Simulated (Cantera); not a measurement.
Cantera run:

```python
import numpy as np
import cantera as ct

gas_names = """
    AL ALN ALO ALO2 AL2 AL2O AL2O2 N NO NO2 NO3 N2 N2O O O2 O3
""".split()
cond_names = """
    AL(cr) AL(L) ALN(s) AL2O3(a) AL2O3(L)
""".split()


# ... load() reads the species with a 1 bar reference pressure and builds the phases ...
atoms = {
    'Al': {'AL': 1},
    'N2O': {'N': 2, 'O': 1},
    'N2': {'N': 2},
}
top_T = {'ALN(s)': 2750}  # K; cautious upper limits of use, not melting points


# ... equilibrate(T, P, feed) seeds the gas with the atoms and calls Mixture.equilibrate('TP', solver="vcs", rtol=1e-11, max_steps=5000) ...
results = []
feed = {'Al': 1, 'N2O': 0.89, 'N2': 2.1}  # mol
T = 1748  # K
P = 270  # Pa
mix = equilibrate(T, P, feed)
results.append((T, P, feed, dict(zip(mix.species_names, mix.species_moles))))
print(gas.report(threshold=1e-06))
for i in range(1, mix.n_phases):
    print(f"{mix.phase(i).name:16s} {mix.phase_moles(i):12.5e} mol")
```

It prints:

```
       temperature   1748 K
          pressure   270 Pa
           density   0.00052053 kg/m^3
  mean mol. weight   28.019 kg/kmol
   phase of matter   gas

                          1 kg             1 kmol
                     ---------------   ---------------
          enthalpy        1.6866e+06        4.7257e+07  J
   internal energy        1.1679e+06        3.2724e+07  J
           entropy             10580        2.9645e+05  J/K
    Gibbs function       -1.6807e+07       -4.7093e+08  J
 heat capacity c_p            1265.7             35464  J/K
 heat capacity c_v            968.94             27149  J/K

                      mass frac. Y      mole frac. X     chem. pot. / RT
                     ---------------   ---------------   ---------------
                AL        0.00058585        0.00060838           -12.797
              AL2O        0.00035103        0.00014058           -61.605
                N2           0.99906           0.99925           -32.411
     [  +13 minor]        4.9242e-08        3.1709e-08

AL(L)             0.00000e+00 mol
ALN(s)            4.04446e-01 mol
AL2O3(a)          2.96536e-01 mol
```

These are equilibrium values from Cantera (NASA tables, ideal gas, pure condensed phases), not measurements of a reactor. Mutual solubility and eutectic melting of coexisting phases are not modelled.
